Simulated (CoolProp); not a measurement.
A single-stage vapour-compression cycle with hydrogen sulfide: evaporating at 216.15 K (dew point), condensing at 257.15 K (bubble point), superheat 5 K, subcooling 2 K, compressor efficiency 0.75, no pressure losses. Each further row changes one setting.

Values from CoolProp's reference Helmholtz-energy equation of state, Lemmon 2006. It is a short technical equation, of lower accuracy than the large ones.

```json
[
 {"case": "as stated", "cooling COP": "3.28", "pressure ratio": "5.24", "discharge temperature (K)": "367.0", "refrigerating effect (kJ/kg)": "469", "volumetric capacity (kJ/m³)": "1060"},
 {"case": "evaporating temperature 221.15 K", "cooling COP": "3.91", "pressure ratio": "4.13", "discharge temperature (K)": "349.9", "refrigerating effect (kJ/kg)": "473", "volumetric capacity (kJ/m³)": "___"},
 {"case": "condensing temperature 252.15 K", "cooling COP": "___", "pressure ratio": "4.42", "discharge temperature (K)": "___", "refrigerating effect (kJ/kg)": "479", "volumetric capacity (kJ/m³)": "1090"},
 {"case": "subcooling 7 K", "cooling COP": "3.35", "pressure ratio": "5.24", "discharge temperature (K)": "367.0", "refrigerating effect (kJ/kg)": "479", "volumetric capacity (kJ/m³)": "1090"},
 {"case": "superheat 15 K", "cooling COP": "3.19", "pressure ratio": "5.24", "discharge temperature (K)": "___", "refrigerating effect (kJ/kg)": "479", "volumetric capacity (kJ/m³)": "1040"},
 {"case": "compressor efficiency 0.65", "cooling COP": "2.84", "pressure ratio": "5.24", "discharge temperature (K)": "387.6", "refrigerating effect (kJ/kg)": "469", "volumetric capacity (kJ/m³)": "1060"}
]
```

Problem. Fill in the missing entries.

Solution. 
- evaporating temperature 221.15 K, volumetric capacity (kJ/m³): 1340
- condensing temperature 252.15 K, cooling COP: 3.81
- condensing temperature 252.15 K, discharge temperature (K): 349.4
- superheat 15 K, discharge temperature (K): 383.1
